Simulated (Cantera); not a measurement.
Feed: 1 mol Si3N4, 0.19 mol O2, 61 mol H2, 0.06 mol CO2, at 1975 K and 0.0133 bar.

Cantera equilibrium calculation (NASA polynomials, part measured and part estimated; ideal gas, pure solids and liquids). Candidate condensed phases: C, C6H6, C7H8, C8H18, H2O, Si, SiC, SiO2, Si2N2O, Si3N4; 151 gas species. The tables' values for SiN are old estimates; treat these amounts as uncertain. Gases not in the tables: Si2H6 and higher silanes. Kinetics and transport are ignored.

Base state: H2 0.947, N2 0.0312, H 0.0115, SiO 0.00695, Si 0.00242, CO 0.000858, SiH 0.000196, SiH2 8.70e-5 (mole fractions); condensed: Si(l).

Problem. What changes in the equilibrium state with this change: CO2 from 0.06 to 0.61 mol?

Solution. 
```tsv
species	before	after
H2	0.947	0.930
N2	0.0312	0.0306
SiO	0.00695	0.0191
CO	0.000858	0.00543
H	0.0115	0.0114
Si2C	2.60e-5	5.97e-5
HCN	4.98e-5	0.000112
SiH2	8.70e-5	8.55e-5
Si(l), mol	2.37	1.32
SiC(s), mol	0	0.244
```
Mutual solubility and eutectic melting of coexisting phases are not modelled.
